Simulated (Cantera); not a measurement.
Feed: 1 mol SiH4, 0.97 mol NH3, 16 mol H2, held at 1948 K.

Cantera equilibrium calculation (NASA polynomials, part measured and part estimated; ideal gas, pure solids and liquids). Candidate condensed phases: Si, Si3N4; 18 gas species. The tables' values for SiN are old estimates; treat these amounts as uncertain. Gases not in the tables: Si2H6 and higher silanes. The numbers say what is thermodynamically allowed, not how fast it happens.

log p: log10 of the partial pressure in bar; n: condensed amount in mol.

```json
[
 {"P (Pa)": "5", "log p H2": "-4.40", "log p H": "-5.15", "log p Si": "-5.66", "log p N2": "-5.97", "log p SiH": "-7.97", "n Si(l)": "0"},
 {"P (Pa)": "26", "log p H2": "-3.65", "log p H": "-4.77", "log p Si": "-4.93", "log p N2": "-5.23", "log p SiH": "-6.87", "n Si(l)": "0"},
 {"P (Pa)": "140", "log p H2": "(withheld)", "log p H": "(withheld)", "log p Si": "-4.63", "log p N2": "(withheld)", "log p SiH": "(withheld)", "n Si(l)": "(withheld)"},
 {"P (Pa)": "710", "log p H2": "(withheld)", "log p H": "(withheld)", "log p Si": "-4.63", "log p N2": "(withheld)", "log p SiH": "(withheld)", "n Si(l)": "0.926"},
 {"P (Pa)": "3700", "log p H2": "-1.45", "log p H": "-3.67", "log p Si": "-4.63", "log p N2": "-3.05", "log p SiH": "-5.47", "n Si(l)": "0.983"},
 {"P (Pa)": "19000", "log p H2": "-0.73", "log p H": "-3.31", "log p Si": "-4.63", "log p N2": "-2.34", "log p SiH": "-5.11", "n Si(l)": "0.995"},
 {"P (Pa)": "100000", "log p H2": "-0.01", "log p H": "-2.95", "log p Si": "-4.63", "log p N2": "-1.61", "log p SiH": "-4.75", "n Si(l)": "0.998"}
]
```

**Question.** Complete the blanks.

**Answer.** 
- 710, log p H2: -2.17
- 710, log p H: -4.03
- 710, log p N2: -3.77
- 710, log p SiH: -5.83
- 140, log p H2: -2.89
- 140, log p H: -4.39
- 140, log p N2: -4.48
- 140, log p SiH: -6.19
- 140, n Si(l): 0.637
